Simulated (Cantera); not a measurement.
Feed: 1 mol Si, 3.1 mol HF, 89 mol H2, at 325 °C and 1.00 bar.

Method: chemical equilibrium by Gibbs-energy minimisation in Cantera with the NASA 1993 tables (ideal gas, pure condensed phases). Candidate condensed phases: Si; 25 gas species. Kinetics and transport are ignored.

Base state: H2 0.991, SiF4 0.00735, SiHF3 0.00139, SiH2F2 0.000191 (mole fractions); condensed: Si(s).

Q: What changes in the equilibrium state with this change: pressure from 1.00 bar to 1.33 mbar?

A: 
```tsv
species	before	after
H2	0.991	0.991
SiF4	0.00735	0.00827
SiHF3	0.00139	0.000290
SiH2F2	0.000191	7.38e-6
Si(s), mol	0.184	0.218
```

Q: What changes in the equilibrium state with this change: HF from 3.1 to 6.3 mol?

A: 
| species | before | after |
|---|---|---|
| H2 | 0.991 | 0.965 |
| HF | <1e-9 | 0.0244 |
| SiF4 | 0.00735 | 0.0106 |
| SiHF3 | 0.00139 | <1e-9 |
| SiH2F2 | 0.000191 | <1e-9 |
| Si(s), mol | 0.184 | 0 |
